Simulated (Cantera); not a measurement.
Mixture: CH4 : O2 : N2 = 1 : 3.39 : 12.7 (molar parts), equivalence ratio 0.59, at 1.80 bar, adiabatic and at constant pressure. Ignition delay is the time to a rise of 400 K.

Model: GRI-Mech 3.0 (53 species, 325 reactions), integrated in Cantera.

What does this change do: pressure from 1.80 bar to 0.900 bar?


| quantity | before | after |
|---|---|---|
| delay at 1000 K | 0.450 s | 0.943 s |
| delay at 1200 K | 20.6 ms | 37.8 ms |
| delay at 1400 K | 1.72 ms | 2.93 ms |
| delay at 1600 K | 0.255 ms | 0.452 ms |
| delay at 1800 K | 63.9 µs | 0.120 ms |
| apparent activation energy between 1700 and 1900 K | 160 kJ/mol | 150 kJ/mol |
